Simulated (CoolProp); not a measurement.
Vapour-liquid equilibrium of R125 (1) + R236FA (2) at 3.93 bar; x and y are mole fractions of (1).

Model: multi-fluid Helmholtz-energy mixture model, Lemmon 2005 and Pan 2012; pair parameters Bell 2016, in CoolProp.

```csv
x,bubble temperature (K),y at the bubble point,dew temperature at overall composition x (K),liquid density (mol/L)
0.05,304.7,0.169,308.3,8.853
0.2,292.1,0.518,303.8,9.349
0.35,…,0.716,298.7,9.805
0.5,274.5,0.834,292.9,10.23
0.65,268.3,0.908,285.9,10.65
0.8,263.1,0.957,…,…
0.95,258.7,0.991,263.8,11.45
```

Question: What belongs in the gaps?

Answer: 
- 0.35, bubble temperature (K): 282.3
- 0.8, dew temperature at overall composition x (K): 277.0
- 0.8, liquid density (mol/L): 11.05

No azeotrope shows between x = 0.05 and 0.95.

Pair parameters are fitted to limited data, so mixtures are less certain than the pure fluids.
